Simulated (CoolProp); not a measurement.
Methanol along the isobar 41000 kPa: fugacity coefficient from the reference equation and from simpler models built on Tc = 513.4 K, pc = 8216 kPa, ω = 0.565; each cubic takes its own stable root.

Computed with CoolProp (reference Helmholtz-energy equation of state, de Reuck 1993).

```json
[
 {"T (K)": "307.4", "phase": "liquid", "reference": "0.001232", "Soave-Redlich-Kwong": "0.001331", "Peng-Robinson": "0.001296"},
 {"T (K)": "337", "phase": "liquid", "reference": "0.004260", "Soave-Redlich-Kwong": "0.005029", "Peng-Robinson": "0.004755"},
 {"T (K)": "366.5", "phase": "liquid", "reference": "0.01160", "Soave-Redlich-Kwong": "0.01439", "Peng-Robinson": "0.01334"},
 {"T (K)": "396.1", "phase": "liquid", "reference": "0.02641", "Soave-Redlich-Kwong": "0.03351", "Peng-Robinson": "0.03070"},
 {"T (K)": "425.7", "phase": "liquid", "reference": "0.05192", "Soave-Redlich-Kwong": "0.06634", "Peng-Robinson": "0.06031"},
 {"T (K)": "455.3", "phase": "liquid", "reference": "0.09063", "Soave-Redlich-Kwong": "0.1155", "Peng-Robinson": "0.1045"},
 {"T (K)": "484.9", "phase": "liquid", "reference": "0.1434", "Soave-Redlich-Kwong": "0.1811", "Peng-Robinson": "0.1637"},
 {"T (K)": "514.5", "phase": "supercritical", "reference": "0.2088", "Soave-Redlich-Kwong": "0.2611", "Peng-Robinson": "0.2360"},
 {"T (K)": "544.1", "phase": "supercritical", "reference": "0.2833", "Soave-Redlich-Kwong": "0.3511", "Peng-Robinson": "0.3175"},
 {"T (K)": "573.7", "phase": "supercritical", "reference": "0.3619", "Soave-Redlich-Kwong": "0.4455", "Peng-Robinson": "0.4035"},
 {"T (K)": "603.3", "phase": "supercritical", "reference": "0.4386", "Soave-Redlich-Kwong": "0.5389", "Peng-Robinson": "0.4890"}
]
```
